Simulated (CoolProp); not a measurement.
Vapour-liquid equilibrium of dimethyl ether (1) + 1-butene (2) at 1140 kPa; x and y are mole fractions of (1).

Values from CoolProp's multi-fluid Helmholtz-energy mixture model, Wu 2011 and Lemmon 2005; pair parameters Bell 2016.

Question: Give the bubble temperature and the first vapour's composition at x = 0.2, 0.8, 0.95. Is there an azeotrope?

Answer: x = 0.2: 68.8 °C, y = 0.308; x = 0.8: 53.0 °C, y = 0.856; x = 0.95: 50.6 °C, y = 0.964. No azeotrope shows between x = 0.05 and 0.95.

The pair parameters rest on a limited set of measurements; away from them the model extrapolates.
